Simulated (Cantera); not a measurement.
# Diamond growth

A diamond (100) surface in a fixed gas of H2 with x(CH4) = 0.0044, x(H) = 0.0017, at 1223 K, 0.0464 atm; coverages are run to steady state.

Detailed kinetics in Cantera: the Harris–Goodwin 1993 mechanism for the reconstructed diamond (100) surface.

```tsv
x(CH3)	growth (µm/h)	θ c6HH	θ c6H*	θ c6*H	θ c6**	θ c6HM
1e-06	0.00684	0.441	0.0401	0.491	0.0279	9.55e-6
2.6e-06	0.0178	0.441	0.0401	0.491	0.0279	2.48e-5
6.5e-06	0.0445	0.441	0.0401	0.491	0.0279	6.20e-5
1.7e-05	0.116	0.441	0.0401	0.491	0.0278	0.000162
4.3e-05	0.293	0.441	0.0401	0.491	0.0277	0.000409
0.00011	0.745	0.440	0.0400	0.490	0.0275	0.00104
0.00028	1.86	0.439	0.0399	0.488	0.0269	0.00263
0.00072	4.60	0.436	0.0395	0.484	0.0254	0.00658
0.0018	10.5	0.429	0.0388	0.475	0.0223	0.0156
```
θ: site fractions in the mechanism's names (c6HH fully hydrogenated, c6H* and c6*H radical sites, c6** diradical, c6HM methylated).
